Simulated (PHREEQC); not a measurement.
A solution holds 0.052 mol/kgw Cu(NO3)2 and 0.21 mol/kgw FeCl3, at 57 °C. Closed to the air; pH follows from the charge balance.

Computed with PHREEQC (ion-association model, wateq4f.dat).

```
quantity                  before  after
------------------------  ------  -----
pH                          1.73   2.00
ionic strength (mol/kgw)   0.807  0.242
```

Task: Name the change that produced these shifts.
A. FeCl3 replaced by BaCl2 at the same molality
B. Cu(NO3)2 left out
C. FeCl3 from 0.21 to 0.021 mol/kgw
D. Cu(NO3)2 from 0.052 to 0.0468 mol/kgw

Result: C, FeCl3 from 0.21 to 0.021 mol/kgw

This is a speciation only: nothing precipitates in the calculation. The ionic strength passes 0.7 mol/kgw, the rough limit of the ion-association models, in before. Some of these states are supersaturated (in Hematite (slow to form), Goethite (slow to form), for instance). Constants without temperature data keep their 25 °C values here.
